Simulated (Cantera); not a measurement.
Charge: 1 mol B, 0.11 mol NH3, 0.14 mol N2, 9 mol H2O, equilibrated at 5.40 Torr.

Cantera equilibrium calculation (NASA polynomials, part measured and part estimated; ideal gas, pure solids and liquids). Candidate condensed phases: B, BN, B2O3, B3O3H3, H2O; 39 gas species. Gases not in the tables: H3BO3. Kinetics and transport are ignored. All values below are at 1548 K.

Base state: H2O 0.710, H2 0.169, HBO2 0.100, N2 0.0198, B2O3 0.000592, H 0.000149, OH 2.10e-5, HBO 1.73e-5 (mole fractions); condensed: gas only.

**Question.** What changes in the equilibrium state with this change: B replaced by BF3?

**Answer.** 
```tsv
species	before	after
H2O	0.710	0.659
HF	0	0.221
HBO2	0.100	0.0447
H2	0.169	0.0145
BOF	0	0.0429
N2	0.0198	0.0172
BF3	0	0.000116
HBO	1.73e-5	7.19e-7
B2O3	0.000592	0.000127
```
